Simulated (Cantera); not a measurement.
Cantera run, input and output.

```python
import numpy as np
import cantera as ct

gas = ct.Solution("gri30.yaml")
gas.TPX = 425, 500000, {'CH3OH': 1, 'O2': 1.5, 'N2': 5.64}
inlet = ct.Reservoir(gas, clone=True)
gas.equilibrate("HP")  # start burning
reactor = ct.IdealGasConstPressureReactor(gas, energy="on", clone=False)
exhaust = ct.Reservoir(gas, clone=True)
tau = [0.076, 0.039, 0.02, 0.01, 0.0053, 0.0027, 0.0014, 0.00073, 0.00037, 0.00019, 9.9e-05][0]
for a, b in ((inlet, reactor), (reactor, exhaust)):
    ct.MassFlowController(a, b, mdot=lambda t: reactor.mass / tau)
net = ct.ReactorNet([reactor])
show = ['CH3OH', 'O2', 'HCN', 'N2O', 'CH2O', 'H2O']

rows = []
print(f"{'tau/s':>10s}{'T/K':>9s}" + "".join(f"{s:>11s}" for s in show))
for tau in [0.076, 0.039, 0.02, 0.01, 0.0053, 0.0027, 0.0014, 0.00073, 0.00037, 0.00019, 9.9e-05]:
    net.initial_time = 0.0
    net.advance(30 * tau)
    before = gas.X
    net.advance(40 * tau)
    drift = np.max(np.abs(gas.X - before) / (gas.X + 1e-9))
    rows.append([gas.T, *gas[show].X, drift])
    print(f"{tau:10.3e}{gas.T:9.1f}" + "".join(f"{x:11.3e}" for x in gas[show].X))
```

Output:

```
     tau/s      T/K      CH3OH         O2        HCN        N2O       CH2O        H2O
 7.600e-02   2315.5  3.571e-07  4.918e-03  5.792e-08  2.539e-07  3.866e-07  2.244e-01
 3.900e-02   2313.0  6.726e-07  5.224e-03  8.441e-08  2.618e-07  7.248e-07  2.242e-01
 2.000e-02   2308.1  1.244e-06  5.686e-03  1.080e-07  2.745e-07  1.331e-06  2.238e-01
 1.000e-02   2299.2  2.296e-06  6.374e-03  1.221e-07  2.943e-07  2.430e-06  2.231e-01
 5.300e-03   2286.4  3.915e-06  7.233e-03  1.248e-07  3.182e-07  4.095e-06  2.221e-01
 2.700e-03   2266.9  6.698e-06  8.426e-03  1.215e-07  3.469e-07  6.916e-06  2.207e-01
 1.400e-03   2241.5  1.101e-05  9.890e-03  1.186e-07  3.731e-07  1.124e-05  2.188e-01
 7.300e-04   2209.9  1.771e-05  1.165e-02  1.239e-07  3.921e-07  1.787e-05  2.165e-01
 3.700e-04   2169.7  2.890e-05  1.382e-02  1.483e-07  4.015e-07  2.879e-05  2.137e-01
 1.900e-04   2123.3  4.713e-05  1.632e-02  2.047e-07  4.006e-07  4.614e-05  2.104e-01
 9.900e-05   2071.0  7.810e-05  1.920e-02  3.096e-07  3.922e-07  7.467e-05  2.070e-01
```

Model: GRI-Mech 3.0 (53 species, 325 reactions), integrated in Cantera. GRI-Mech 3.0 was tuned for natural gas; its chemistry of methanol as a main component is partial and can be far from experiment.
